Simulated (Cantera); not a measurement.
**Adiabatic ignition**

An adiabatic, constant-volume homogeneous reactor starts with 5.65 % CH4, 1.36 % C2H6, 19.5 % O2, 73.4 % N2, at 1575 K and 0.320 bar.

Model: GRI-Mech 3.0 (53 species, 325 reactions), integrated in Cantera.

```csv
t (s),T (K),P (bar),x CH4,x C2H6,x O2,x NO,x N2O,x CO,x H2
3.00e-6,1574,0.320,0.0565,0.0135,0.195,<1e-12,<1e-12,1.50e-9,1.98e-7
1.23e-5,1573,0.320,0.0565,0.0134,0.195,<1e-12,4.92e-12,1.93e-7,6.56e-6
5.04e-5,1569,0.319,0.0560,0.0124,0.195,4.62e-12,3.28e-10,4.03e-5,0.000365
0.000206,2504,0.547,<1e-12,<1e-12,0.0530,4.73e-5,1.49e-7,0.0476,0.0167
0.000845,2766,0.594,<1e-12,<1e-12,0.0460,0.00333,4.66e-7,0.0364,0.0139
0.00346,2767,0.593,<1e-12,<1e-12,0.0422,0.0123,5.57e-7,0.0362,0.0139
0.0142,2765,0.593,<1e-12,<1e-12,0.0413,0.0146,5.86e-7,0.0362,0.0139
0.0582,2765,0.593,<1e-12,<1e-12,0.0413,0.0146,5.86e-7,0.0362,0.0139
0.238,2765,0.593,<1e-12,<1e-12,0.0413,0.0146,5.86e-7,0.0362,0.0139
0.976,2765,0.593,<1e-12,<1e-12,0.0413,0.0146,5.86e-7,0.0362,0.0139
4.00,2765,0.593,<1e-12,<1e-12,0.0413,0.0146,5.86e-7,0.0362,0.0139
```
x: mole fraction; the columns are a selection and need not sum to one.

The time of steepest temperature rise is 0.191 ms and the temperature at 4.00 s is 2765 K. The equilibrium temperature is 2765 K. The x(CH4) at 4.00 s comes out as <1e-12 (gas-phase equilibrium <1e-12), the x(C2H6) at 4.00 s is <1e-12 (gas-phase equilibrium <1e-12) and the x(O2) at 4.00 s is 0.0413 (gas-phase equilibrium 0.0413).
